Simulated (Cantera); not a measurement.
Charge: 1 mol SiCl4, 22 mol N2, 0.0022 mol H2, held at 160000 Pa.

These are equilibrium values from Cantera (NASA tables, ideal gas, pure condensed phases), not measurements of a reactor. Candidate condensed phases: NH4Cl, Si, Si3N4; 28 gas species. N2 is the only nitrogen source here; it is nearly inert below about 1500 K, so the nitride shown seldom forms there in practice. The tables' values for SiCl3 are old estimates; treat these amounts as uncertain. Kinetics and transport are ignored.

x: gas mole fraction; n: condensed amount in mol.

```json
[
 {"T (K)": "1048", "x N2": "0.956", "x SiCl4": "0.0434", "x SiCl3": "1.79e-5", "x Cl": "3.43e-9", "x HCl": "0.000191", "x SiCl2": "[?]", "x Cl2": "3.18e-11", "n Si3N4(s)": "0.000331"},
 {"T (K)": "1098", "x N2": "0.956", "x SiCl4": "0.0434", "x SiCl3": "4.25e-5", "x Cl": "1.13e-8", "x HCl": "0.000191", "x SiCl2": "[?]", "x Cl2": "9.29e-11", "n Si3N4(s)": "0.000282"},
 {"T (K)": "1148", "x N2": "0.956", "x SiCl4": "0.0434", "x SiCl3": "9.36e-5", "x Cl": "3.33e-8", "x HCl": "0.000191", "x SiCl2": "[?]", "x Cl2": "2.47e-10", "n Si3N4(s)": "0.000177"},
 {"T (K)": "1198", "x N2": "0.956", "x SiCl4": "0.0433", "x SiCl3": "0.000178", "x Cl": "9.78e-8", "x HCl": "0.000191", "x SiCl2": "[?]", "x Cl2": "7.15e-10", "n Si3N4(s)": "0"},
 {"T (K)": "1248", "x N2": "0.956", "x SiCl4": "0.0433", "x SiCl3": "0.000181", "x Cl": "4.67e-7", "x HCl": "0.000191", "x SiCl2": "[?]", "x Cl2": "5.96e-9", "n Si3N4(s)": "0"},
 {"T (K)": "1298", "x N2": "0.956", "x SiCl4": "0.0433", "x SiCl3": "0.000184", "x Cl": "1.97e-6", "x HCl": "0.000191", "x SiCl2": "[?]", "x Cl2": "4.19e-8", "n Si3N4(s)": "0"},
 {"T (K)": "1348", "x N2": "0.956", "x SiCl4": "0.0433", "x SiCl3": "0.000191", "x Cl": "7.33e-6", "x HCl": "0.000191", "x SiCl2": "4.22e-6", "x Cl2": "2.45e-7", "n Si3N4(s)": "0"},
 {"T (K)": "1398", "x N2": "0.956", "x SiCl4": "0.0433", "x SiCl3": "0.000208", "x Cl": "2.35e-5", "x HCl": "0.000191", "x SiCl2": "4.29e-6", "x Cl2": "1.12e-6", "n Si3N4(s)": "0"},
 {"T (K)": "1448", "x N2": "0.956", "x SiCl4": "0.0432", "x SiCl3": "0.000251", "x Cl": "6.25e-5", "x HCl": "0.000191", "x SiCl2": "[?]", "x Cl2": "3.78e-6", "n Si3N4(s)": "0"},
 {"T (K)": "1498", "x N2": "0.956", "x SiCl4": "0.0431", "x SiCl3": "0.000333", "x Cl": "0.000139", "x HCl": "0.000191", "x SiCl2": "[?]", "x Cl2": "9.35e-6", "n Si3N4(s)": "0"},
 {"T (K)": "1548", "x N2": "0.956", "x SiCl4": "0.0430", "x SiCl3": "0.000471", "x Cl": "0.000271", "x HCl": "0.000191", "x SiCl2": "[?]", "x Cl2": "1.84e-5", "n Si3N4(s)": "0"},
 {"T (K)": "1598", "x N2": "0.956", "x SiCl4": "0.0427", "x SiCl3": "0.000683", "x Cl": "0.000482", "x HCl": "0.000191", "x SiCl2": "[?]", "x Cl2": "3.16e-5", "n Si3N4(s)": "0"},
 {"T (K)": "1648", "x N2": "0.956", "x SiCl4": "0.0424", "x SiCl3": "0.000992", "x Cl": "0.000805", "x HCl": "0.000191", "x SiCl2": "[?]", "x Cl2": "4.94e-5", "n Si3N4(s)": "0"},
 {"T (K)": "1698", "x N2": "0.955", "x SiCl4": "0.0419", "x SiCl3": "0.00143", "x Cl": "0.00128", "x HCl": "0.000191", "x SiCl2": "[?]", "x Cl2": "7.29e-5", "n Si3N4(s)": "0"}
]
```

### Question
Fill in the missing entries.

### Answer

- 1048, x SiCl2: 1.35e-7
- 1098, x SiCl2: 5.85e-7
- 1148, x SiCl2: 2.23e-6
- 1198, x SiCl2: 6.44e-6
- 1248, x SiCl2: 5.44e-6
- 1298, x SiCl2: 4.67e-6
- 1448, x SiCl2: 5.34e-6
- 1498, x SiCl2: 8.20e-6
- 1548, x SiCl2: 1.44e-5
- 1598, x SiCl2: 2.70e-5
- 1648, x SiCl2: 5.12e-5
- 1698, x SiCl2: 9.62e-5
